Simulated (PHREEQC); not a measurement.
HF is added in steps, without added water, to 1 kg of water holding 69 mmol/kgw NH4Cl, 0.57 mmol/kgw KOH and 0.86 mmol/kgw LiCl, at 25 °C. Oxygen is held at 0.21 atm. The system is closed to CO2. No solid was allowed to form.

Base run: PHREEQC, ion-association model, wateq4f.dat. Each further column changes one thing. The table gives HF (mol/kgw).

```json
[
 {"HF added (mol)": "0", "base": "0", "Davies equation for every ion": "0", "Debye-Hückel limiting law": "0", "metal-ligand complexes left out": "0", "database phreeqc.dat": "0"},
 {"HF added (mol)": "0.0003333", "base": "5.14e-8", "Davies equation for every ion": "5.23e-8", "Debye-Hückel limiting law": "4.86e-8", "metal-ligand complexes left out": "5.14e-8", "database phreeqc.dat": "4.89e-8"},
 {"HF added (mol)": "0.0006667", "base": "3.70e-5", "Davies equation for every ion": "3.63e-5", "Debye-Hückel limiting law": "3.28e-5", "metal-ligand complexes left out": "3.70e-5", "database phreeqc.dat": "3.70e-5"},
 {"HF added (mol)": "0.001167", "base": "0.000276", "Davies equation for every ion": "0.000273", "Debye-Hückel limiting law": "0.000252", "metal-ligand complexes left out": "0.000276", "database phreeqc.dat": "0.000277"},
 {"HF added (mol)": "0.0015", "base": "0.000465", "Davies equation for every ion": "0.000459", "Debye-Hückel limiting law": "0.000428", "metal-ligand complexes left out": "0.000465", "database phreeqc.dat": "0.000465"},
 {"HF added (mol)": "0.001833", "base": "0.000667", "Davies equation for every ion": "0.000660", "Debye-Hückel limiting law": "0.000619", "metal-ligand complexes left out": "0.000667", "database phreeqc.dat": "0.000669"},
 {"HF added (mol)": "0.002167", "base": "0.000880", "Davies equation for every ion": "0.000871", "Debye-Hückel limiting law": "0.000821", "metal-ligand complexes left out": "0.000880", "database phreeqc.dat": "0.000882"},
 {"HF added (mol)": "0.0025", "base": "0.00110", "Davies equation for every ion": "0.00109", "Debye-Hückel limiting law": "0.00103", "metal-ligand complexes left out": "0.00110", "database phreeqc.dat": "0.00110"},
 {"HF added (mol)": "0.002833", "base": "0.00133", "Davies equation for every ion": "0.00132", "Debye-Hückel limiting law": "0.00125", "metal-ligand complexes left out": "0.00133", "database phreeqc.dat": "0.00133"},
 {"HF added (mol)": "0.003333", "base": "0.00168", "Davies equation for every ion": "0.00166", "Debye-Hückel limiting law": "0.00158", "metal-ligand complexes left out": "0.00168", "database phreeqc.dat": "0.00169"},
 {"HF added (mol)": "0.003667", "base": "0.00191", "Davies equation for every ion": "0.00190", "Debye-Hückel limiting law": "0.00181", "metal-ligand complexes left out": "0.00191", "database phreeqc.dat": "0.00193"},
 {"HF added (mol)": "0.004", "base": "0.00215", "Davies equation for every ion": "0.00214", "Debye-Hückel limiting law": "0.00205", "metal-ligand complexes left out": "0.00215", "database phreeqc.dat": "0.00217"}
]
```

 phreeqc.dat and wateq4f.dat share most of their constants, so their agreement is no independent check. Solids allowed in the column 'database phreeqc.dat': Sylvite.
